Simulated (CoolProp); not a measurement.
Vapour-liquid equilibrium of R125 (1) + n-butane (2) at -24.45 °C; x and y are mole fractions of (1).

Model: multi-fluid Helmholtz-energy mixture model, Lemmon 2005 and Bücker 2006; pair parameters Bell 2016, in CoolProp.

| x | bubble pressure, mixture model (MPa) | bubble pressure, Raoult's law (MPa) | y, mixture model | y, Raoult's law |
|---|---|---|---|---|
| 0.05 | 0.09850 | 0.04924 | 0.633 | 0.289 |
| 0.2 | 0.2041 | 0.08641 | 0.835 | 0.659 |
| 0.35 | 0.2417 | 0.1236 | 0.868 | 0.806 |
| 0.5 | 0.2537 | 0.1608 | 0.879 | 0.885 |
| 0.65 | 0.2605 | 0.1979 | 0.887 | 0.935 |
| 0.8 | 0.2701 | 0.2351 | 0.906 | 0.969 |
| 0.95 | 0.2821 | 0.2723 | 0.963 | 0.993 |

The largest gap from Raoult's law is +136.2 % in bubble pressure, at x = 0.2. No azeotrope shows between x = 0.05 and 0.95.

Pair parameters are fitted to limited data, so mixtures are less certain than the pure fluids. With so large a gap from Raoult's law the liquid may split in two, which this calculation doesn't test in full.
